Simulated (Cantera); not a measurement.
Feed: 1 mol TEOS, 0.51 mol O3, 1.9 mol N2, at 0.0495 Torr.

These are equilibrium values from Cantera (NASA tables, ideal gas, pure condensed phases), not measurements of a reactor. Candidate condensed phases: C, C6H6, C7H8, C8H18, H2O, Si, SiC, SiO2, Si2N2O, Si3N4; 151 gas species. The feed counts by its element totals alone. N2 is the only nitrogen source here; it is nearly inert below about 1500 K, so the nitride shown seldom forms there in practice. The tables' values for SiN are old estimates; treat these amounts as uncertain. The numbers say what is thermodynamically allowed, not how fast it happens.

x: gas mole fraction; n: condensed amount in mol.

```tsv
T (K)	x H2	x CO	x H2O	x N2	x H	x CO2	x CH4	x Si	n C(graphite)	n SiO2(α-quartz)	n SiO2(β-quartz)	n Si2N2O(s)	n SiC(s)
500	0.550	0.00116	0.186	0.159	<1e-12	0.0538	0.0499	<1e-12	6.75	1.00	0	0	0
650	0.672	(withheld)	(withheld)	0.131	<1e-12	(withheld)	(withheld)	<1e-12	(withheld)	1.00	0	0	0
800	0.648	0.228	(withheld)	0.123	(withheld)	(withheld)	(withheld)	<1e-12	4.48	1.00	0	0	0
950	0.648	0.229	9.14e-6	0.123	5.51e-8	5.78e-6	4.65e-6	<1e-12	4.47	0	1.00	0	0
1100	0.609	0.306	1.10e-6	0.0852	2.48e-6	5.46e-7	8.78e-7	<1e-12	2.97	0	0	0.500	0
1250	0.609	0.306	1.85e-7	0.0852	4.64e-5	5.95e-8	2.69e-7	2.02e-10	2.97	0	0	0.499	0
1400	0.573	0.317	4.46e-8	0.109	0.000453	1.14e-8	9.37e-8	5.98e-8	1.48	0	0	0	0.993
1550	0.571	0.316	1.44e-8	0.109	0.00293	2.86e-9	4.38e-8	4.43e-6	1.49	0	0	0	0.987
1700	0.562	0.314	5.62e-9	0.108	0.0136	9.17e-10	2.29e-8	0.000153	1.50	0	0	0	0.975
1850	0.533	0.307	2.42e-9	0.105	0.0484	3.46e-10	1.23e-8	0.00294	1.55	0	0	0	0.909
2000	0.444	0.281	9.67e-10	0.0959	0.133	1.33e-10	5.53e-9	0.0362	2.19	0	0	0	0.172
```

Question: Some entries are withheld; supply them.

Answer: 
- 800, x H2O: 0.000228
- 800, x H: 2.87e-10
- 800, x CO2: 0.000339
- 800, x CH4: 3.73e-5
- 650, x CO: 0.134
- 650, x H2O: 0.0152
- 650, x CO2: 0.0471
- 650, x CH4: 0.000776
- 650, n C(graphite): 5.36
